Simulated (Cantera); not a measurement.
A perfectly stirred reactor is fed with H2 : O2 = 0.017 : 1 (molar parts), equivalence ratio 0.0085, at 0.0320 bar; it is held at 1348 K, and followed from long to short residence time.

Detailed kinetics in Cantera: GRI-Mech 3.0 (53 species, 325 reactions). Radical loss at walls, strong at low pressure, is not modelled.

One state of this run: x H2 = 5.49e-5; x O2 = 0.980; x H2O = 0.0163; x H = 7.44e-5; x O = 0.00272. x: mole fraction; the columns are a selection and need not sum to one.

### Question
Which value of τ (s) does it belong to?
(A) 0.32
(B) 18
(C) 0.0057
(D) 0.084

### Answer
A, 0.32
